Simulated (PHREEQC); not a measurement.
Dissolve 12 mmol/kgw Na2HPO4 at 20 °C. Closed to the air; pH follows from the charge balance.

All values are PHREEQC results (ion-association model, wateq4f.dat), not measurements.

```
quantity                  before   after
------------------------  ------  ------
pH                          9.39    8.97
ionic strength (mol/kgw)  0.0355  0.0354
```

Problem. What was changed between the two runs?
(A) diluted 10-fold with water
(B) temperature from 20 to 55 °C
(C) temperature from 20 to 25 °C
(D) Na2HPO4 from 0.012 to 0.006 mol/kgw
(E) Na2HPO4 replaced by K2HPO4 at the same molality

Solution. B, temperature from 20 to 55 °C

This is a speciation only: nothing precipitates in the calculation. H3PO4, which wateq4f.dat lacks, is added to it with the constant of phreeqc.dat. Constants without temperature data keep their 25 °C values here.
